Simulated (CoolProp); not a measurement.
Saturation properties of methane.

Values from CoolProp's reference Helmholtz-energy equation of state, Setzmann 1991.

| T (K) | p (MPa) | vapour Z | surface tension (mN/m) | liquid viscosity (µPa s) |
|---|---|---|---|---|
| 102.6 | 0.04475 | 0.9798 | 14.7 | ___ |
| 111.1 | 0.09668 | 0.9650 | 13.0 | ___ |
| 119.7 | 0.1874 | 0.9445 | 11.4 | 98.7 |
| 128.2 | 0.3292 | 0.9180 | 9.74 | 83.9 |
| 136.7 | ___ | 0.8851 | ___ | 72.1 |
| 145.2 | 0.8312 | 0.8452 | 6.63 | 62.3 |
| 153.7 | 1.225 | 0.7975 | 5.15 | 53.8 |
| 162.3 | ___ | 0.7400 | 3.72 | 46.1 |
| 170.8 | 2.396 | 0.6709 | 2.40 | 38.9 |
| 179.3 | 3.210 | 0.5824 | 1.19 | 31.7 |

Task: Fill in the missing entries.

Result: 
- 102.6, liquid viscosity (µPa s): 145
- 111.1, liquid viscosity (µPa s): 118
- 136.7, p (MPa): 0.5383
- 136.7, surface tension (mN/m): 8.16
- 162.3, p (MPa): 1.744

It boils at 111.7 K under 1 atm.

Viscosity comes from a separate model (Quiñones-Cisneros 2006). Surface tension comes from a separate correlation (Mulero 2012).
